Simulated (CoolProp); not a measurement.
Vapour-liquid equilibrium of CH2F2 (R32) (1) + R152A (2) at 282.3 K; x and y are mole fractions of (1).

Computed with CoolProp (multi-fluid Helmholtz-energy mixture model, Tillner-Roth 1997 and Outcalt 1996; pair parameters Bell 2016).

```json
[
 {"x": "0.05", "bubble pressure, mixture model (kPa)": "397.2", "bubble pressure, Raoult's law (kPa)": "398.2", "y, mixture model": "0.124", "y, Raoult's law": "0.136"},
 {"x": "0.2", "bubble pressure, mixture model (kPa)": "501.4", "bubble pressure, Raoult's law (kPa)": "505.7", "y, mixture model": "0.396", "y, Raoult's law": "0.427"},
 {"x": "0.35", "bubble pressure, mixture model (kPa)": "605.7", "bubble pressure, Raoult's law (kPa)": "613.3", "y, mixture model": "0.580", "y, Raoult's law": "0.616"},
 {"x": "0.5", "bubble pressure, mixture model (kPa)": "711.0", "bubble pressure, Raoult's law (kPa)": "720.8", "y, mixture model": "0.714", "y, Raoult's law": "0.749"},
 {"x": "0.65", "bubble pressure, mixture model (kPa)": "817.9", "bubble pressure, Raoult's law (kPa)": "828.3", "y, mixture model": "0.819", "y, Raoult's law": "0.847"},
 {"x": "0.8", "bubble pressure, mixture model (kPa)": "927.6", "bubble pressure, Raoult's law (kPa)": "935.8", "y, mixture model": "0.905", "y, Raoult's law": "0.923"},
 {"x": "0.95", "bubble pressure, mixture model (kPa)": "1041", "bubble pressure, Raoult's law (kPa)": "1043", "y, mixture model": "0.978", "y, Raoult's law": "0.983"}
]
```

The largest gap from Raoult's law is -1.4 % in bubble pressure, at x = 0.5. No azeotrope shows between x = 0.05 and 0.95.

The pair parameters rest on a limited set of measurements; away from them the model extrapolates.
